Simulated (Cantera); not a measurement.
Charge: 1 mol Al2O3, 1.3 mol HCl, equilibrated at 0.133 bar.

Method: chemical equilibrium by Gibbs-energy minimisation in Cantera with the NASA 1993 tables (ideal gas, pure condensed phases). Candidate condensed phases: Al, AlCl3, Al2O3, H2O; 29 gas species. Condensed phases not in the tables: AlOCl. Kinetics and transport are ignored.

x: gas mole fraction; n: condensed amount in mol.

```json
[
 {"T (K)": "925", "x HCl": "1.000", "x H2O": "0.000187", "x AlCl3": "0.000125", "x Cl": "4.54e-7", "x H2": "2.28e-6", "x Cl2": "2.06e-6", "x H": "1.08e-12", "n Al2O3(s)": "1.000"},
 {"T (K)": "1025", "x HCl": "0.999", "x H2O": "0.000422", "x AlCl3": "0.000281", "x Cl": "3.84e-6", "x H2": "8.19e-6", "x Cl2": "6.27e-6", "x H": "3.42e-11", "n Al2O3(s)": "1.000"},
 {"T (K)": "1125", "x HCl": "0.999", "x H2O": "(withheld)", "x AlCl3": "(withheld)", "x Cl": "(withheld)", "x H2": "(withheld)", "x Cl2": "(withheld)", "x H": "(withheld)", "n Al2O3(s)": "1.000"},
 {"T (K)": "1225", "x HCl": "0.997", "x H2O": "0.00142", "x AlCl3": "0.000944", "x Cl": "8.71e-5", "x H2": "7.07e-5", "x Cl2": "2.72e-5", "x H": "7.18e-9", "n Al2O3(s)": "0.999"},
 {"T (K)": "1325", "x HCl": "0.996", "x H2O": "(withheld)", "x AlCl3": "(withheld)", "x Cl": "(withheld)", "x H2": "(withheld)", "x Cl2": "(withheld)", "x H": "(withheld)", "n Al2O3(s)": "0.999"},
 {"T (K)": "1425", "x HCl": "0.993", "x H2O": "0.00332", "x AlCl3": "0.00221", "x Cl": "0.000734", "x H2": "0.000428", "x Cl2": "6.09e-5", "x H": "3.86e-7", "n Al2O3(s)": "0.999"},
 {"T (K)": "1525", "x HCl": "0.990", "x H2O": "0.00463", "x AlCl3": "0.00309", "x Cl": "0.00169", "x H2": "0.000925", "x Cl2": "8.02e-5", "x H": "1.97e-6", "n Al2O3(s)": "0.998"}
]
```

Problem. Some entries are withheld; supply them.

Solution. 
- 1325, x H2O: 0.00224
- 1325, x AlCl3: 0.00150
- 1325, x Cl: 0.000277
- 1325, x H2: 0.000182
- 1325, x Cl2: 4.30e-5
- 1325, x H: 6.04e-8
- 1125, x H2O: 0.000818
- 1125, x AlCl3: 0.000545
- 1125, x Cl: 2.15e-5
- 1125, x H2: 2.53e-5
- 1125, x Cl2: 1.46e-5
- 1125, x H: 6.12e-10
